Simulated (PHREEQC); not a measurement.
Na2CO3 is added in steps, without added water, to 1 kg of water holding 0.007 mol CuSO4, 0.00089 mol H2SO4 and 0.0057 mol KCl, at 20 °C. Oxygen alone is held at its pressure in air (log pO2 = -0.68). CO2 from the air is kept out. Solids allowed: Cu(OH)2, Malachite, Brochantite, Antlerite, Atacamite, Halite, Mirabilite, Chalcanthite, Nahcolite, Natron. Others were left out.

Base run: PHREEQC, ion-association model, wateq4f.dat. Each further column changes one thing. The table gives pH.

```csv
Na2CO3 added (mol),base,temperature from 20 to 90 °C,KCl from 0.0057 to 0.0285 mol/kgw,CuSO4 replaced by (NH4)2SO4 at the same molality,no solid may form
0,2.91,3.18,2.91,2.93,2.91
0.00175,4.67,4.24,4.72,(withheld),5.97
0.004083,4.96,(withheld),5.01,8.75,6.50
0.005833,5.20,(withheld),5.19,9.04,6.77
0.008167,5.67,5.47,5.67,(withheld),(withheld)
0.009917,6.54,6.53,6.53,(withheld),7.49
0.01225,8.13,7.74,8.11,9.57,7.99
0.014,9.36,8.52,9.33,9.66,8.41
```

Question: Some entries are withheld; supply them.

Answer: 
- 0.00175, CuSO4 replaced by (NH4)2SO4 at the same molality: 7.37
- 0.004083, temperature from 20 to 90 °C: 4.34
- 0.005833, temperature from 20 to 90 °C: 4.45
- 0.008167, CuSO4 replaced by (NH4)2SO4 at the same molality: 9.28
- 0.008167, no solid may form: 7.16
- 0.009917, CuSO4 replaced by (NH4)2SO4 at the same molality: 9.42

The database's constant for dissolved Cu(OH)2 is higher than later reviews accept. At this temperature some constants are extrapolated from 25 °C, and those without enthalpy data are left unchanged. Carbamate, which ammonia and carbonate form, is missing from the database. In at least one series the solution becomes supersaturated in solids that the run did not let form, among them Cu(OH)2, Malachite, Brochantite, Antlerite, Atacamite. Solids allowed in the column 'CuSO4 replaced by (NH4)2SO4 at the same molality': Halite, Mirabilite, Nahcolite, Natron.
